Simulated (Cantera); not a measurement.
Input: 1 mol TEOS, 0.13 mol N2O, equilibrated at 1548 K and 13.0 mbar.

Cantera equilibrium calculation (NASA polynomials, part measured and part estimated; ideal gas, pure solids and liquids). Candidate condensed phases: C, C6H6, C7H8, C8H18, H2O, Si, SiC, SiO2, Si2N2O, Si3N4; 151 gas species. The feed counts by its element totals alone. Rates play no part.

Base state: H2 0.701, CO 0.289, N2 0.00906, SiO 0.000688, H 0.000226, HCN 0.000117, CH4 1.31e-5, C2H2 (acetylene) 1.10e-5 (mole fractions); condensed: C(graphite) + SiC(s).

**Question.** What changes in the equilibrium state with this change: pressure from 13.0 mbar to 0.100 bar?

**Answer.** 
| species | before | after |
|---|---|---|
| H2 | 0.701 | 0.706 |
| CO | 0.289 | 0.287 |
| N2 | 0.00906 | 0.00530 |
| SiO | 0.000688 | 0.000684 |
| CH4 | 1.31e-5 | 0.000102 |
| H2O | 3.23e-6 | 2.49e-5 |
| H | 0.000226 | 8.18e-5 |
| HCN | 0.000117 | 8.98e-5 |
| C(graphite), mol | 2.89 | 3.05 |
| SiC(s), mol | 0.990 | 0.882 |
| Si2N2O(s), mol | 0 | 0.0544 |
Mutual solubility and eutectic melting of coexisting phases are not modelled.

**Question.** What changes in the equilibrium state with this change: pressure from 13.0 mbar to 15.0 Pa?

**Answer.** 
```
species             before     after
----------------  --------  --------
H2                   0.701     0.699
CO                   0.289     0.289
N2                 0.00906   0.00905
H                 0.000226   0.00210
SiO               0.000688  0.000687
CH4                1.31e-5   1.51e-7
C2H2 (acetylene)   1.10e-5   1.10e-5
C(graphite), mol      2.89      2.89
SiC(s), mol          0.990     0.990
```
